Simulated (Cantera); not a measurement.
SiCl4 + Cl2 + H2 + HCl (chlorosilane synthesis and conversion)

A closed system holds: 1 mol SiCl4, 0.98 mol Cl2, 2.7 mol H2, 0.73 mol HCl, at 0.130 bar.

Cantera equilibrium calculation (NASA polynomials, part measured and part estimated; ideal gas, pure solids and liquids). Candidate condensed phases: Si; 19 gas species. The tables' values for SiCl3 are old estimates; treat these amounts as uncertain. Kinetics and transport are ignored.

From 650 °C to 1000 °C nothing is condensed. The main Si-bearing gas is SiCl4 throughout.

```csv
T (°C),x HCl,x H2,x SiCl4,x SiCl3,x SiHCl3,x SiCl2,x SiH2Cl2,x Cl
650,0.498,0.318,0.184,1.23e-5,0.000419,3.29e-8,9.34e-8,5.78e-10
700,0.498,0.317,0.184,3.95e-5,0.000659,2.43e-7,2.47e-7,2.50e-9
750,0.498,0.317,0.184,0.000113,0.000989,1.47e-6,5.89e-7,9.37e-9
800,0.499,0.316,0.183,0.000292,0.00142,7.47e-6,1.29e-6,3.12e-8
850,0.500,0.315,0.182,0.000690,0.00197,3.25e-5,2.61e-6,9.34e-8
900,0.501,0.314,0.180,0.00150,0.00264,0.000124,4.93e-6,2.56e-7
950,0.504,0.312,0.178,0.00303,0.00340,0.000413,8.66e-6,6.48e-7
1000,0.508,0.308,0.173,0.00568,0.00420,0.00122,1.41e-5,1.54e-6
```
x: gas mole fraction; nothing condenses.
